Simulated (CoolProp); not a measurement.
A simple Rankine cycle with R1224YDZ: condensing at 296.15 K, boiler at 1.18 MPa, turbine inlet 375.9 K, turbine efficiency 0.65, pump efficiency 0.8, no recuperator. Each further row changes one setting.

Values from CoolProp's reference Helmholtz-energy equation of state, Akasaka 2023.

```
case                             thermal efficiency (%)  net work (kJ/kg)  heat in (kJ/kg)  turbine exit temperature (K)  volume ratio over the turbine
-------------------------------  ----------------------  ----------------  ---------------  ----------------------------  -----------------------------
as stated                                          10.5              22.6              215                         328.8                           9.59
turbine inlet 395.9 K                              10.5              24.9              237                         351.8                           9.15
condensing temperature 288.15 K                    11.5              25.8              224                         324.0                           12.8
boiler pressure 0.826 MPa                           9.1              20.3              223                         340.4                           6.24
turbine efficiency 0.55                             8.8              19.0              215                         333.1                           9.73
```
